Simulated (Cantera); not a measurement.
Feed: 1 mol CCl₄, 0.037 mol HCl, 0.76 mol H₂, equilibrated at 51.0 Pa.

Method: chemical equilibrium by Gibbs-energy minimisation in Cantera with the NASA 1993 tables (ideal gas, pure condensed phases). Candidate condensed phases: C, C₆H₆, C₇H₈, C₈H₁₈; 91 gas species. The tables' values for CCl are old estimates; treat these amounts as uncertain. Equilibrium is a limit: real reactors are often held back by kinetics, nucleation or transport.

x: gas mole fraction; nothing condenses.

```csv
T (K),x Cl,x H,x C,x C₃,x HCl,x C₂
2798,0.673,0.238,0.0117,0.0483,0.0180,0.00508
2873,0.670,0.245,0.0188,0.0446,0.0110,0.00659
2948,0.665,0.248,0.0291,0.0396,0.00685,0.00822
3023,0.659,0.249,0.0432,0.0334,0.00429,0.00975
3098,0.651,0.248,?,?,?,0.0108
3173,0.641,0.245,0.0818,0.0183,0.00175,0.0111
3248,0.632,0.242,?,?,?,?
3323,0.624,0.240,0.120,0.00588,0.000762,0.00840
```

Some entries are withheld; supply them.


- 3098, x C: 0.0611
- 3098, x C₃: 0.0261
- 3098, x HCl: 0.00272
- 3248, x C: 0.103
- 3248, x C₃: 0.0112
- 3248, x HCl: 0.00114
- 3248, x C₂: 0.0102
